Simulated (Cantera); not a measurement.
Input: 1 mol C2H2, 0.069 mol H2O, a varied amount of H2, at 0.180 bar.

Equilibrium computed with Cantera from the NASA thermochemical tables; the gas is ideal and each condensed phase is pure. Candidate condensed phases: C, C6H6, C7H8, C8H18, H2O; 110 gas species. Equilibrium is a limit: real reactors are often held back by kinetics, nucleation or transport.

### Question
What condenses at these points (T in K, n(H2) in mol): (850, 30); (850, 4.6); (900, 16); (1100, 30); (1300, 0.7)?

### Answer
| T (K) | n(H2) in mol | condensed phases | C condensed (%) |
|---|---|---|---|
| 850 | 30 | gas only | 0.0 |
| 850 | 4.6 | C | 74.8 |
| 900 | 16 | C | 56.6 |
| 1100 | 30 | C | 86.8 |
| 1300 | 0.7 | C | 96.4 |
